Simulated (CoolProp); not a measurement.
Vapour-liquid equilibrium of R142b (1) + R113 (2) at 45.2 kPa; x and y are mole fractions of (1).

The numbers come from the multi-fluid Helmholtz-energy mixture model, Lemmon 2006 and Marx 1992; pair parameters Bell 2016 in CoolProp.

| x | bubble temperature (°C) | y at the bubble point | dew temperature at overall composition x (°C) | liquid density (mol/L) |
|---|---|---|---|---|
| 0.05 | [?] | 0.356 | 24.0 | 8.571 |
| 0.15 | [?] | 0.674 | 21.5 | 8.972 |
| 0.25 | [?] | 0.802 | 18.7 | 9.332 |
| 0.35 | -11.1 | 0.867 | 15.7 | 9.679 |
| 0.45 | [?] | [?] | 12.2 | 10.03 |
| 0.55 | [?] | 0.932 | 8.3 | 10.38 |
| 0.65 | -20.5 | 0.951 | 3.7 | 10.76 |
| 0.75 | -22.7 | 0.966 | -2.0 | 11.15 |
| 0.85 | -24.6 | 0.980 | -9.5 | 11.58 |
| 0.95 | -26.5 | 0.993 | [?] | 12.03 |

### Question
Complete the blanks.

### Answer

- 0.05, bubble temperature (°C): 15.5
- 0.15, bubble temperature (°C): 2.4
- 0.25, bubble temperature (°C): -5.6
- 0.45, bubble temperature (°C): -15.0
- 0.45, y at the bubble point: 0.906
- 0.55, bubble temperature (°C): -18.0
- 0.95, dew temperature at overall composition x (°C): -20.4

No azeotrope shows between x = 0.05 and 0.95.

Pair parameters are fitted to limited data, so mixtures are less certain than the pure fluids.
